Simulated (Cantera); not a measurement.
Input: 1 mol CH₂F₂, 1.9 mol HCl, at 3.90 mbar.

Equilibrium computed with Cantera from the NASA thermochemical tables; the gas is ideal and each condensed phase is pure. Candidate condensed phases: C, C₆H₆, C₇H₈, C₈H₁₈; 118 gas species. The numbers say what is thermodynamically allowed, not how fast it happens.

Question: What share of the C ends up in condensed phases as a function of T (K), at 1500, 1700, 1900, 2100, 2300, 2500, 2700, 2900, 3100, 3300, 3500?

Answer: 
```json
[
 {"T (K)": "1500", "C condensed (%)": "100.0", "as": "C(graphite)"},
 {"T (K)": "1700", "C condensed (%)": "100.0", "as": "C(graphite)"},
 {"T (K)": "1900", "C condensed (%)": "100.0", "as": "C(graphite)"},
 {"T (K)": "2100", "C condensed (%)": "100.0", "as": "C(graphite)"},
 {"T (K)": "2300", "C condensed (%)": "99.8", "as": "C(graphite)"},
 {"T (K)": "2500", "C condensed (%)": "99.1", "as": "C(graphite)"},
 {"T (K)": "2700", "C condensed (%)": "94.2", "as": "C(graphite)"},
 {"T (K)": "2900", "C condensed (%)": "42.2", "as": "C(graphite)"},
 {"T (K)": "3100", "C condensed (%)": "0.0", "as": "-"},
 {"T (K)": "3300", "C condensed (%)": "0.0", "as": "-"},
 {"T (K)": "3500", "C condensed (%)": "0.0", "as": "-"}
]
```
